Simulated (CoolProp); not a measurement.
Properties of n-perfluorohexane at several states (Tc = 448.0 K, pc = 1.742 MPa, ω = 0.497).

The numbers come from the reference Helmholtz-energy equation of state, Gao 2022 in CoolProp.

```
T (K)  p (MPa)   phase  density (kg/m³)  Joule-Thomson coefficient (K/MPa)  isothermal compressibility (1/MPa)  expansivity (1/kK)
-----  -------  ------  ---------------  ---------------------------------  ----------------------------------  ------------------
228.5   0.0551  liquid                ?                            -0.3770                                   ?               1.481
215.7   0.0394  liquid             1906                                  ?                                   ?               1.469
323.1   0.0402     gas            5.192                              20.99                               25.55               3.385
411.8   0.0297     gas            2.956                              9.991                               33.95               2.498
```

Some entries are withheld; supply them.


- 228.5, density (kg/m³): 1871
- 228.5, isothermal compressibility (1/MPa): 0.001381
- 215.7, Joule-Thomson coefficient (K/MPa): -0.3901
- 215.7, isothermal compressibility (1/MPa): 0.001246
